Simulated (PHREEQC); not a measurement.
H3PO4 is added in steps, without added water, to 1 kg of water holding 0.0012 mol Cu(BF4)2, 0.00044 mol HNO3 and 0.051 mol Na2SO4, at 25 °C. O2 is buffered at 0.21 atm. No CO2 enters from the air. Only these solids could form: Cu(OH)2, Brochantite, Antlerite, Cu2(OH)3NO3, Cu3(PO4)2:3H2O, Mirabilite, Chalcanthite, CuF2:2H2O.

Base run: PHREEQC, ion-association model, wateq4f.dat. Each further column changes one thing. The table gives pH.

```tsv
H3PO4 added (mol)	base	Davies equation for every ion	all activity coefficients set to 1	Debye-Hückel limiting law	metal-ligand complexes left out
0	3.17	3.18	3.31	3.12	3.19
0.001125	3.05	3.06	3.19	3.00	3.07
0.00225	2.95	2.96	3.09	2.90	2.97
0.003375	2.86	2.87	3.00	2.81	2.89
0.0045	2.79	2.80	2.93	2.74	2.82
0.005625	2.73	2.74	2.86	2.68	2.76
0.006375	2.69	2.70	2.83	2.64	2.72
0.0075	2.64	2.65	2.78	2.60	2.67
0.008625	2.60	2.61	2.73	2.55	2.63
0.00975	2.56	2.57	2.69	2.51	2.59
0.01087	2.53	2.54	2.65	2.48	2.55
0.012	2.49	2.50	2.62	2.45	2.52
```

H3PO4, which wateq4f.dat lacks, is added to it with the constant of phreeqc.dat. Real BF4- forms and hydrolyses slowly; the run takes it at equilibrium. The database has no phosphate complexes of Cu.
